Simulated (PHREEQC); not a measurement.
H3BO3 is added in steps, without added water, to 1 kg of water holding 0.045 mol ZnCl2 and 0.075 mol NaHF2, at 25 °C. Oxygen alone is held at its pressure in air (log pO2 = -0.68). No CO2 enters from the air. The run lets Zn(OH)2-a, Zn5(OH)8Cl2, Halite, ZnF2 precipitate or redissolve, and no other solid.

Base run: PHREEQC, ion-association model, wateq4f.dat. Each further column changes one thing. The table gives pH.

```tsv
H3BO3 added (mol)	base	temperature from 25 to 30 °C	temperature from 25 to 75 °C	no solid may form
0	3.06	3.08	3.38	3.06
0.009375	3.19	3.22	3.54	3.19
0.02344	3.90	3.92	4.08	3.90
0.03281	4.47	4.46	4.37	4.47
0.04219	4.59	4.58	4.47	4.59
0.05156	4.65	4.63	4.51	4.65
0.06563	4.70	4.68	4.55	4.70
0.075	4.72	4.70	4.56	4.72
```

wateq4f.dat counts part of the HF as a dimer, H2F2, which phreeqc.dat doesn't know; its constant is uncertain. Real BF4- forms and hydrolyses slowly; the run takes it at equilibrium. Constants without temperature data keep their 25 °C values here.
